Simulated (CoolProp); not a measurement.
A simple Rankine cycle with water: condensing at 299.15 K, boiler at 5.34 MPa, turbine inlet 546.3 K, turbine efficiency 0.65, pump efficiency 0.6, no recuperator. Each further row changes one setting.

The numbers come from the reference Helmholtz-energy equation of state, Wagner 2002 in CoolProp.

```json
[
 {"case": "as stated", "thermal efficiency (%)": "24.5", "net work (kJ/kg)": "659", "heat in (kJ/kg)": "2700", "turbine exit temperature (K)": "299.2", "volume ratio over the turbine": "907"},
 {"case": "turbine inlet 566.3 K", "thermal efficiency (%)": "___", "net work (kJ/kg)": "682", "heat in (kJ/kg)": "2770", "turbine exit temperature (K)": "299.2", "volume ratio over the turbine": "859"},
 {"case": "condensing temperature 291.15 K", "thermal efficiency (%)": "___", "net work (kJ/kg)": "689", "heat in (kJ/kg)": "2730", "turbine exit temperature (K)": "291.1", "volume ratio over the turbine": "___"},
 {"case": "boiler pressure 3.74 MPa", "thermal efficiency (%)": "___", "net work (kJ/kg)": "659", "heat in (kJ/kg)": "2780", "turbine exit temperature (K)": "299.2", "volume ratio over the turbine": "606"},
 {"case": "turbine efficiency 0.55", "thermal efficiency (%)": "20.6", "net work (kJ/kg)": "___", "heat in (kJ/kg)": "2700", "turbine exit temperature (K)": "299.2", "volume ratio over the turbine": "953"}
]
```

Q: Some entries are withheld; supply them.

A: 
- turbine inlet 566.3 K, thermal efficiency (%): 24.6
- condensing temperature 291.15 K, thermal efficiency (%): 25.2
- condensing temperature 291.15 K, volume ratio over the turbine: 1430
- boiler pressure 3.74 MPa, thermal efficiency (%): 23.7
- turbine efficiency 0.55, net work (kJ/kg): 557

The expansion ends wet for: as stated; turbine inlet 566.3 K; condensing temperature 291.15 K; boiler pressure 3.74 MPa; turbine efficiency 0.55.
